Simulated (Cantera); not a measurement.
Feed: 1 mol SiH2Cl2, 1.6 mol N2O, 10 mol N2, held at 0.120 bar.

Method: chemical equilibrium by Gibbs-energy minimisation in Cantera with the NASA 1993 tables (ideal gas, pure condensed phases). Candidate condensed phases: H2O, NH4Cl, Si, SiO2, Si2N2O, Si3N4; 47 gas species. Mutual solubility and eutectic melting of coexisting phases are not modelled. The tables hold silica as quartz up to 1696 K and as liquid above; real silica turns to tridymite and cristobalite and melts near 1996 K. Rates play no part.

Q: Which condensed phases are stable at each of these points (T (°C)): 600, 750, 900, 1050, 1200, 1350, 1500, 1650, 1800?

A: 
```
T (°C)            condensed phases  Si condensed (%)
------  --------------------------  ----------------
600     SiO2(β-quartz) + Si2N2O(s)              97.7
750     SiO2(β-quartz) + Si2N2O(s)              97.0
900     SiO2(β-quartz) + Si2N2O(s)              96.3
1050    SiO2(β-quartz) + Si2N2O(s)              95.6
1200    SiO2(β-quartz) + Si2N2O(s)              94.3
1350    SiO2(β-quartz) + Si2N2O(s)              89.2
1500               SiO2(condensed)              72.9
1650               SiO2(condensed)              64.4
1800                       SiO2(l)              59.9
```

From 600 °C to 1350 °C the condensed part is SiO2(β-quartz) + Si2N2O(s). From 1500 °C to 1650 °C the condensed part is SiO2(condensed). At 1800 °C the condensed part is SiO2(l).
